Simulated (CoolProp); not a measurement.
A simple Rankine cycle with R21: condensing at 293.15 K, boiler at 1.15 MPa, turbine inlet 406.2 K, turbine efficiency 0.6, pump efficiency 0.7, no recuperator. Each further row changes one setting.

Values from CoolProp's reference Helmholtz-energy equation of state, Platzer 1990. This equation is an older, rougher fit; its heat capacities, sound speeds and derivatives of the liquid may be far off and weren't checked against measurements.

| case | thermal efficiency (%) | net work (kJ/kg) | heat in (kJ/kg) | turbine exit temperature (K) | volume ratio over the turbine |
|---|---|---|---|---|---|
| as stated | 10.5 | 31.1 | 295 | [?] | [?] |
| turbine inlet 426.2 K | 10.7 | 33.3 | 311 | [?] | 6.90 |
| condensing temperature 285.15 K | 11.6 | 35.2 | 303 | [?] | [?] |
| boiler pressure 0.805 MPa | 9.0 | 27.1 | 300 | 354.1 | 4.87 |
| turbine efficiency 0.5 | [?] | [?] | 295 | 348.9 | 7.14 |

Complete the blanks.


- as stated, turbine exit temperature (K): 340.7
- as stated, volume ratio over the turbine: 6.96
- turbine inlet 426.2 K, turbine exit temperature (K): 361.1
- condensing temperature 285.15 K, turbine exit temperature (K): 333.3
- condensing temperature 285.15 K, volume ratio over the turbine: 9.17
- turbine efficiency 0.5, thermal efficiency (%): 8.7
- turbine efficiency 0.5, net work (kJ/kg): 25.7
